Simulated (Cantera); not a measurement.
Charge: 1 mol Al₂O₃, 24 mol H₂, 2.7 mol N₂, held at 1598 K.

Equilibrium computed with Cantera from the NASA thermochemical tables; the gas is ideal and each condensed phase is pure. Candidate condensed phases: Al, AlN, Al₂O₃, H₂O; 35 gas species. Mutual solubility and eutectic melting of coexisting phases are not modelled. Rates play no part.

x: gas mole fraction; n: condensed amount in mol.

```tsv
P (Pa)	x H₂	x N₂	x H	x NH₃	n Al₂O₃(s)	n AlN(s)
10	0.894	0.101	0.00503	1.26e-9	1.000	0
68	0.897	0.101	0.00193	8.62e-9	1.000	0
460	0.898	0.101	?	?	1.000	0
3200	0.899	0.101	?	?	1.000	0
22000	0.899	0.101	0.000108	2.80e-6	1.000	0
150000	0.899	0.101	4.12e-5	1.91e-5	1.000	0.000331
1000000	0.899	0.101	1.60e-5	0.000127	1.000	0.000623
```

Task: What belongs in the gaps?

Result: 
- 460, x H: 0.000744
- 460, x NH₃: 5.84e-8
- 3200, x H: 0.000282
- 3200, x NH₃: 4.07e-7
